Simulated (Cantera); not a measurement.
A Cantera script and what it prints.

```python
import numpy as np
import cantera as ct

gas_names = """
    H H2 Si SiH SiH2 SiH3 SiH4 Si2 Si3
""".split()
cond_names = """
    Si(cr) Si(L)
""".split()


# ... load() reads the species with a 1 bar reference pressure and builds the phases ...
atoms = {
    'SiH4': {'Si': 1, 'H': 4},
    'H2': {'H': 2},
}
top_T = {}  # K; cautious upper limits of use, not melting points


# ... equilibrate(T, P, feed) seeds the gas with the atoms and calls Mixture.equilibrate('TP', solver="vcs", rtol=1e-11, max_steps=5000) ...
results = []
feed = {'SiH4': 1, 'H2': 950}  # mol
T = 1125  # K
P = 101325  # Pa
mix = equilibrate(T, P, feed)
results.append((T, P, feed, dict(zip(mix.species_names, mix.species_moles))))
print(gas.report(threshold=1e-06))
for i in range(1, mix.n_phases):
    print(f"{mix.phase(i).name:16s} {mix.phase_moles(i):12.5e} mol")
```

It prints:

```
       temperature   1125 K
          pressure   1.0132e+05 Pa
           density   0.021839 kg/m^3
  mean mol. weight   2.016 kg/kmol
   phase of matter   gas

                          1 kg             1 kmol
                     ---------------   ---------------
          enthalpy         1.215e+07        2.4494e+07  J
   internal energy        7.5099e+06         1.514e+07  J
           entropy             84182        1.6971e+05  J/K
    Gibbs function       -8.2556e+07       -1.6643e+08  J
 heat capacity c_p             15253             30750  J/K
 heat capacity c_v             11129             22435  J/K

                      mass frac. Y      mole frac. X     chem. pot. / RT
                     ---------------   ---------------   ---------------
                H2           0.99999                 1           -17.793
     [   +8 minor]        9.0681e-06        6.1212e-07

Si(cr)            9.99459e-01 mol
```

Equilibrium computed with Cantera from the NASA thermochemical tables; the gas is ideal and each condensed phase is pure.
